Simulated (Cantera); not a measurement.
An adiabatic, constant-volume homogeneous reactor starts with H₂ : O₂ : N₂ = 1 : 0.769 : 2.89 (molar parts), equivalence ratio 0.65, at 1500 K and 1.38 atm. Integrator tolerance rtol = 1e-08.

Cantera simulation using the H2/O2 subset of GRI-Mech 3.0, which has no nitrogen chemistry; the numbers are that mechanism's predictions, not measurements.

Q: What does this change do: initial temperature 1500 to 1225 K?

A: 
```tsv
quantity	before	after
time of steepest temperature rise	9.64 µs	29.1 µs
temperature at 2.00 s	2875 K	2780 K
equilibrium temperature	2875 K	2780 K
x(H₂) at 2.00 s	0.0152 (gas-phase equilibrium 0.0152)	0.0103 (gas-phase equilibrium 0.0103)
x(O₂) at 2.00 s	0.0587 (gas-phase equilibrium 0.0587)	0.0597 (gas-phase equilibrium 0.0597)
x(H₂O₂) at 2.00 s	1.07e-6 (gas-phase equilibrium 1.07e-6)	1.06e-6 (gas-phase equilibrium 1.06e-6)
x(OH) at 2.00 s	0.0328 (gas-phase equilibrium 0.0328)	0.0258 (gas-phase equilibrium 0.0258)
x(H) at 2.00 s	0.00837 (gas-phase equilibrium 0.00837)	0.00457 (gas-phase equilibrium 0.00457)
x(H₂O) at 2.00 s	0.198 (gas-phase equilibrium 0.198)	0.210 (gas-phase equilibrium 0.210)
```

Q: What does this change do: constant pressure in place of constant volume?

A: 
| quantity | before | after |
|---|---|---|
| time of steepest temperature rise | 9.64 µs | 9.72 µs |
| temperature at 2.00 s | 2875 K | 2718 K |
| equilibrium temperature | 2875 K | 2718 K |
| x(H₂) at 2.00 s | 0.0152 (gas-phase equilibrium 0.0152) | 0.0114 (gas-phase equilibrium 0.0114) |
| x(O₂) at 2.00 s | 0.0587 (gas-phase equilibrium 0.0587) | 0.0598 (gas-phase equilibrium 0.0598) |
| x(H₂O₂) at 2.00 s | 1.07e-6 (gas-phase equilibrium 1.07e-6) | 6.54e-7 (gas-phase equilibrium 6.54e-7) |
| x(OH) at 2.00 s | 0.0328 (gas-phase equilibrium 0.0328) | 0.0262 (gas-phase equilibrium 0.0262) |
| x(H) at 2.00 s | 0.00837 (gas-phase equilibrium 0.00837) | 0.00551 (gas-phase equilibrium 0.00551) |
| x(H₂O) at 2.00 s | 0.198 (gas-phase equilibrium 0.198) | 0.208 (gas-phase equilibrium 0.208) |
